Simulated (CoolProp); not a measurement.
Vapour-liquid equilibrium of cyclopropane (1) + R134a (2) at 1600 kPa; x and y are mole fractions of (1).

The numbers come from the multi-fluid Helmholtz-energy mixture model, Polt 1992 and Tillner-Roth 1994; pair parameters Bell 2016 in CoolProp. This equation is an older, rougher fit; its heat capacities, sound speeds and derivatives of the liquid may be far off and weren't checked against measurements.

```
x     bubble temperature (°C)  y at the bubble point  dew temperature at overall composition x (°C)  liquid density (mol/L)
----  -----------------------  ---------------------  ---------------------------------------------  ----------------------
0.05                     55.3                  0.088                                           56.4                   10.57
0.2                      49.8                  0.288                                           52.1                   10.95
0.35                     47.0                  0.419                                           48.4                   11.30
0.5                      46.1                  0.515                                           46.1                   11.69
0.65                     46.4                  0.603                                           47.1                   12.16
0.8                      48.5                  0.712                                           51.0                   12.71
0.95                     54.2                  0.899                                           55.9                   13.25
```

y crosses x between x = 0.5 and 0.65: the model has an azeotrope there.

The pair parameters rest on a limited set of measurements; away from them the model extrapolates.
